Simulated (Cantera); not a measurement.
Charge: 1 mol SiCl4, 52 mol H2, held at 2.93 Torr.

Method: chemical equilibrium by Gibbs-energy minimisation in Cantera with the NASA 1993 tables (ideal gas, pure condensed phases). Candidate condensed phases: Si; 19 gas species. Rates play no part.

Task: What share of the Si ends up in condensed phases as a function of T (K), at 1023, 1073, 1123, 1173, 1223, 1273, 1323, 1373, 1423, 1473, 1523?

Result: 
```
T (K)  Si condensed (%)     as
-----  ----------------  -----
1023               32.0  Si(s)
1073               41.2  Si(s)
1123               47.8  Si(s)
1173               50.9  Si(s)
1223               51.6  Si(s)
1273               51.0  Si(s)
1323               50.0  Si(s)
1373               48.8  Si(s)
1423               47.5  Si(s)
1473               46.3  Si(s)
1523               45.1  Si(s)
```
